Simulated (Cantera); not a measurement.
Feed: 1 mol SiF4, 1.2 mol HCl, a varied amount of H2, held at 1275 °C and 750 Torr.

Equilibrium computed with Cantera from the NASA thermochemical tables; the gas is ideal and each condensed phase is pure. Candidate condensed phases: Si; 37 gas species. The tables' values for SiF3, SiF2 are old estimates; treat these amounts as uncertain. Rates play no part.

At 120 mol H2, list the 5 most abundant gas species with their mole fractions, and the condensed phases.

H2 0.979, HCl 0.00978, SiF4 0.00553, HF 0.00295, SiHF3 0.00126. Condensed: gas only.
